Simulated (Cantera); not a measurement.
## Roasting and sulfation: MgO + H2S + CO2

Charge: 1 mol MgO, 0.37 mol H2S, 0.79 mol CO2, equilibrated at 0.133 bar.

Method: chemical equilibrium by Gibbs-energy minimisation in Cantera with the NASA 1993 tables (ideal gas, pure condensed phases). Candidate condensed phases: C, C6H6, C7H8, C8H18, H2O, H2SO4, Mg, MgCO3, MgO, Mg(OH)2, MgS, MgSO4, S; 130 gas species. Gases not in the tables: S3 to S7. Equilibrium is a limit: real reactors are often held back by kinetics, nucleation or transport.

From 873 K to 1773 K the condensed part is MgO(s).

```json
[
 {"T (K)": "873", "x CO2": "0.609", "x CO": "0.0291", "x H2S": "0.246", "x H2O": "0.0598", "x S2": "0.0183", "x H2": "0.00763", "x SO2": "2.01e-5", "x COS": "0.0301", "n MgO(s)": "1.00"},
 {"T (K)": "973", "x CO2": "0.567", "x CO": "0.0619", "x H2S": "0.203", "x H2O": "0.0879", "x S2": "0.0385", "x H2": "0.0155", "x SO2": "0.000100", "x COS": "0.0257", "n MgO(s)": "1.00"},
 {"T (K)": "1073", "x CO2": "0.517", "x CO": "0.102", "x H2S": "0.153", "x H2O": "0.120", "x S2": "0.0629", "x H2": "0.0256", "x SO2": "0.000410", "x COS": "0.0191", "n MgO(s)": "1.00"},
 {"T (K)": "1173", "x CO2": "0.468", "x CO": "0.141", "x H2S": "0.105", "x H2O": "0.151", "x S2": "0.0856", "x H2": "0.0356", "x SO2": "0.00142", "x COS": "0.0131", "n MgO(s)": "1.00"},
 {"T (K)": "1273", "x CO2": "0.425", "x CO": "0.175", "x H2S": "0.0669", "x H2O": "0.174", "x S2": "0.102", "x H2": "0.0433", "x SO2": "0.00422", "x COS": "0.00867", "n MgO(s)": "1.00"},
 {"T (K)": "1373", "x CO2": "0.387", "x CO": "0.205", "x H2S": "0.0419", "x H2O": "0.189", "x S2": "0.110", "x H2": "0.0487", "x SO2": "0.0105", "x COS": "0.00575", "n MgO(s)": "1.00"},
 {"T (K)": "1473", "x CO2": "0.350", "x CO": "0.236", "x H2S": "0.0268", "x H2O": "0.196", "x S2": "0.110", "x H2": "0.0533", "x SO2": "0.0213", "x COS": "0.00393", "n MgO(s)": "1.00"},
 {"T (K)": "1573", "x CO2": "0.311", "x CO": "0.268", "x H2S": "0.0179", "x H2O": "0.196", "x S2": "0.105", "x H2": "0.0583", "x SO2": "0.0360", "x COS": "0.00277", "n MgO(s)": "1.00"},
 {"T (K)": "1673", "x CO2": "0.272", "x CO": "0.300", "x H2S": "0.0124", "x H2O": "0.192", "x S2": "0.0964", "x H2": "0.0639", "x SO2": "0.0522", "x COS": "0.00200", "n MgO(s)": "1.000"},
 {"T (K)": "1773", "x CO2": "0.236", "x CO": "0.330", "x H2S": "0.00889", "x H2O": "0.185", "x S2": "0.0862", "x H2": "0.0699", "x SO2": "0.0681", "x COS": "0.00146", "n MgO(s)": "1.000"}
]
```
x: gas mole fraction; n: condensed amount in mol.
